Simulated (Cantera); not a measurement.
A perfectly stirred reactor is fed with 20.0 % H2, 16.7 % O2, 63.3 % N2, at 750 Torr; it is held at 1400 K, and followed from long to short residence time.

Computed with Cantera and the H2/O2 subset of GRI-Mech 3.0, which has no nitrogen chemistry. The temperature is held fixed by assumption; the heat of reaction is taken as removed at once.

x: mole fraction; the columns are a selection and need not sum to one.

```
τ (s)         x H2    x O2  x H2O         x O        x OH      x H2O2
------  ----------  ------  -----  ----------  ----------  ----------
7.7        1.44e-5  0.0740  0.222     3.41e-6    0.000126     6.38e-8
1.8     (withheld)  0.0740  0.222  (withheld)  (withheld)  (withheld)
0.45       9.59e-5  0.0740  0.222     2.27e-5    0.000316     2.76e-7
0.11      0.000245  0.0740  0.222     6.01e-5    0.000503     5.33e-7
0.026     0.000634  0.0741  0.221    0.000163    0.000815     9.91e-7
0.0062  (withheld)  0.0742  0.219  (withheld)  (withheld)  (withheld)
0.0015     0.00386  0.0748  0.216     0.00113     0.00217     2.83e-6
```

Q: Fill in the missing entries.

A: 
- 1.8, x H2: 3.80e-5
- 1.8, x O: 8.88e-6
- 1.8, x OH: 0.000201
- 1.8, x H2O2: 1.38e-7
- 0.0062, x H2: 0.00160
- 0.0062, x O: 0.000439
- 0.0062, x OH: 0.00133
- 0.0062, x H2O2: 1.74e-6
